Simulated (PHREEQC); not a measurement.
Consider water at 25 °C with 1.1 mmol/kgw CuSO4, 0.092 mmol/kgw HCl and 0.68 mmol/kgw FeCl3. Closed to the air; pH follows from the charge balance.

Model: ion-association model, wateq4f.dat, run in PHREEQC.

| Property | Value |
|---|---|
| pH | 3.21 |
| ionic strength | 0.00611 mol/kgw |
| total alkalinity | -1.45 meq/kg |

| species | molality | activity | log γ |
|---|---|---|---|
| Cl- | 0.00213 | 0.00196 | -0.036 |
| Cu+2 | 0.00101 | 0.000733 | -0.138 |
| SO4-2 | 0.000813 | 0.000587 | -0.142 |
| H+ | 0.000665 | 0.000617 | -0.032 |
| FeOH+2 | 0.000326 | 0.000235 | -0.141 |
| FeSO4+ | 0.000157 | 0.000145 | -0.035 |
| Fe(OH)2+ | 0.000137 | 0.000126 | -0.035 |
| CuSO4 | 8.77e-5 | 8.78e-5 | 0.001 |
| Fe+3 | 4.40e-5 | 2.25e-5 | -0.291 |
| HSO4- | 3.82e-5 | 3.52e-5 | -0.036 |

Precipitation was switched off in this run. Examples of supersaturated solids here: Fe(OH)3(a), Hematite (slow to form). Others may be too.
